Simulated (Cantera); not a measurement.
Source: NASA polynomial tables (part measured, part estimated), evaluated in Cantera. Values are per mole of reaction as written; species without (g) are pure solids or liquids, kept so even where they would boil at 1 bar.

2 Cr2N + 3 H2(g) + 4 O3(g) = 4 CrO3(g) + 2 NH3(g)

| T (K) | ΔH° (kJ) | ΔS° (J/K) | ΔG° (kJ) | log10 K |
|---|---|---|---|---|
| 673 | -1606.8 | -87.8 | -1547.8 | 120.13 |
| 773 | ___ | ___ | ___ | ___ |
| 873 | -1619.9 | -104.8 | -1528.4 | 91.45 |
| 973 | ___ | ___ | ___ | ___ |
| 1073 | -1633.2 | -118.5 | -1506.1 | 73.32 |
| 1173 | -1639.9 | -124.5 | -1493.9 | 66.52 |
| 1273 | -1646.8 | -130.1 | -1481.2 | 60.78 |
| 1373 | ___ | ___ | ___ | ___ |
| 1473 | -1661.9 | -141.1 | -1454.1 | 51.56 |
| 1573 | ___ | ___ | ___ | ___ |

**Question.** What belongs in the gaps?

**Answer.** 
- 773, ΔH° (kJ): -1613.4
- 773, ΔS° (J/K): -96.8
- 773, ΔG° (kJ): -1538.5
- 773, log10 K: 103.96
- 973, ΔH° (kJ): -1626.5
- 973, ΔS° (J/K): -112.0
- 973, ΔG° (kJ): -1517.6
- 973, log10 K: 81.47
- 1373, ΔH° (kJ): -1654.1
- 1373, ΔS° (J/K): -135.6
- 1373, ΔG° (kJ): -1467.9
- 1373, log10 K: 55.84
- 1573, ΔH° (kJ): -1670.6
- 1573, ΔS° (J/K): -146.8
- 1573, ΔG° (kJ): -1439.7
- 1573, log10 K: 47.81
